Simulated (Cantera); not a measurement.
Cantera run:

```python
import numpy as np
import cantera as ct

gas_names = [...]  # 110 gases of nasa_gas.yaml made of C, H, O
cond_names = """
    C(gr) C6H6(L) C7H8(L) C8H18(L),n-octa H2O(s) H2O(L)
""".split()


# ... load() reads the species with a 1 bar reference pressure and builds the phases ...
atoms = {
    'C2H2': {'C': 2, 'H': 2},
    'O2': {'O': 2},
}
top_T = {'C(gr)': 4500}  # K; cautious upper limits of use, not melting points


# ... equilibrate(T, P, feed) seeds the gas with the atoms and calls Mixture.equilibrate('TP', solver="vcs", rtol=1e-11, max_steps=5000) ...
results = []
feed = {'C2H2': 1, 'O2': 0.51}  # mol
P = 1100000  # Pa
for T in [1450, 1525, 1600, 1675, 1750, 1825, 1900]:
    mix = equilibrate(T, P, feed)
    results.append((T, P, feed, dict(zip(mix.species_names, mix.species_moles))))
    x = sorted(zip(gas.X, gas.species_names), reverse=True)
    print(f"T = {T:g} K  P = {P:g} Pa  gas = {mix.phase_moles(0):.4g} mol")
    print("   x: " + "  ".join(f"{s} {v:.3e}" for v, s in x if v > 0.001))
    print("   condensed (mol): " + ("  ".join(f"{mix.phase(i).name} {mix.phase_moles(i):.4g}"
          for i in range(1, mix.n_phases) if mix.phase_moles(i) > 1e-12) or "none"))
```

Result:

```
T = 1450 K  P = 1.1e+06 Pa  gas = 1.984 mol
   x: CO 5.016e-01  H2 4.805e-01  CH4 8.386e-03  H2O 6.615e-03  CO2 2.903e-03
   condensed (mol): C(gr) 0.9822
T = 1525 K  P = 1.1e+06 Pa  gas = 1.997 mol
   x: CO 5.038e-01  H2 4.849e-01  CH4 5.901e-03  H2O 3.865e-03  CO2 1.492e-03
   condensed (mol): C(gr) 0.9789
T = 1600 K  P = 1.1e+06 Pa  gas = 2.005 mol
   x: CO 5.047e-01  H2 4.878e-01  CH4 4.273e-03  H2O 2.367e-03
   condensed (mol): C(gr) 0.9777
T = 1675 K  P = 1.1e+06 Pa  gas = 2.01 mol
   x: CO 5.051e-01  H2 4.897e-01  CH4 3.177e-03  H2O 1.513e-03
   condensed (mol): C(gr) 0.9774
T = 1750 K  P = 1.1e+06 Pa  gas = 2.013 mol
   x: CO 5.052e-01  H2 4.909e-01  CH4 2.421e-03  H2O 1.004e-03
   condensed (mol): C(gr) 0.9774
T = 1825 K  P = 1.1e+06 Pa  gas = 2.015 mol
   x: CO 5.053e-01  H2 4.918e-01  CH4 1.886e-03
   condensed (mol): C(gr) 0.9775
T = 1900 K  P = 1.1e+06 Pa  gas = 2.016 mol
   x: CO 5.053e-01  H2 4.923e-01  CH4 1.498e-03
   condensed (mol): C(gr) 0.9774
```

Method: chemical equilibrium by Gibbs-energy minimisation in Cantera with the NASA 1993 tables (ideal gas, pure condensed phases).
